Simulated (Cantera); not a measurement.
Gas mixture: 100 % CH₄, at 3.70 bar, frozen composition.

Cantera's kinetic-theory transport with the Lennard-Jones parameters of GRI-Mech 3.0, ideal gas; thermal conductivity in the multicomponent form. The composition is frozen, though it would react at the higher temperatures.

D: mixture-averaged diffusion coefficient of that species in the mixture.

```csv
T (K),ρ (kg/m³),cp (J/kg/K),μ (µPa s),λ (mW/m/K),Pr,D (cm²/s) CO₂,D (cm²/s) NH₃,D (cm²/s) OH
400,1.78,2526,14.4,50.8,0.718,0.0804,0.106,0.150
550,1.30,___,___,___,0.723,___,___,___
700,1.02,3656,21.7,109,0.727,0.217,0.299,0.389
850,0.840,___,___,___,0.728,___,___,___
1000,0.714,4589,27.7,174,0.730,0.401,0.562,0.708
1150,0.621,4962,30.3,206,0.730,0.508,0.716,0.894
1300,0.549,5281,32.9,238,0.730,0.625,0.884,1.10
1450,0.492,5554,35.3,269,0.730,0.751,1.07,1.31
```

**Question.** What belongs in the gaps?

**Answer.** 
- 550, cp (J/kg/K): 3093
- 550, μ (µPa s): 18.3
- 550, λ (mW/m/K): 78.3
- 550, D (cm²/s) CO₂: 0.142
- 550, D (cm²/s) NH₃: 0.193
- 550, D (cm²/s) OH: 0.259
- 850, cp (J/kg/K): 4143
- 850, μ (µPa s): 24.8
- 850, λ (mW/m/K): 141
- 850, D (cm²/s) CO₂: 0.304
- 850, D (cm²/s) NH₃: 0.423
- 850, D (cm²/s) OH: 0.540
